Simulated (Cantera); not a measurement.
A closed system holds: 1 mol Si, 0.019 mol N₂O, 1.5 mol H₂, 0.27 mol CO₂, at 1 atm.

Equilibrium computed with Cantera from the NASA thermochemical tables; the gas is ideal and each condensed phase is pure. Candidate condensed phases: C, C₆H₆, C₇H₈, C₈H₁₈, H₂O, Si, SiC, SiO₂, Si₂N₂O, Si₃N₄; 151 gas species. Each liquid is taken as pure. Mutual solubility and eutectic melting of coexisting phases are not modelled. The tables hold silica as quartz up to 1696 K and as liquid above; real silica turns to tridymite and cristobalite and melts near 1996 K. Gases not in the tables: Si₂H₆ and higher silanes. Rates play no part.

Question: Which condensed phases are stable at each of these points (T (K)): 1325, 1425, 1525, 1625, 1725, 1825, 1925?

Answer: 
```json
[
 {"T (K)": "1325", "condensed phases": "Si(s) + SiC(s) + SiO₂(β-quartz) + Si₂N₂O(s)", "Si condensed (%)": "100.0"},
 {"T (K)": "1425", "condensed phases": "Si(s) + SiC(s) + SiO₂(β-quartz) + Si₂N₂O(s)", "Si condensed (%)": "100.0"},
 {"T (K)": "1525", "condensed phases": "Si(s) + SiC(s) + SiO₂(β-quartz) + Si₂N₂O(s)", "Si condensed (%)": "99.9"},
 {"T (K)": "1625", "condensed phases": "Si(s) + SiC(s) + SiO₂(β-quartz) + Si₂N₂O(s)", "Si condensed (%)": "99.4"},
 {"T (K)": "1725", "condensed phases": "Si(l) + SiC(s) + SiO₂(condensed) + Si₂N₂O(s)", "Si condensed (%)": "97.4"},
 {"T (K)": "1825", "condensed phases": "Si(l) + SiC(s) + SiO₂(condensed) + Si₂N₂O(s)", "Si condensed (%)": "91.2"},
 {"T (K)": "1925", "condensed phases": "Si(l) + SiC(s) + SiO₂(condensed) + Si₂N₂O(s)", "Si condensed (%)": "70.9"}
]
```

From 1325 K to 1625 K the condensed part is Si(s) + SiC(s) + SiO₂(β-quartz) + Si₂N₂O(s). From 1725 K to 1925 K the condensed part is Si(l) + SiC(s) + SiO₂(condensed) + Si₂N₂O(s).
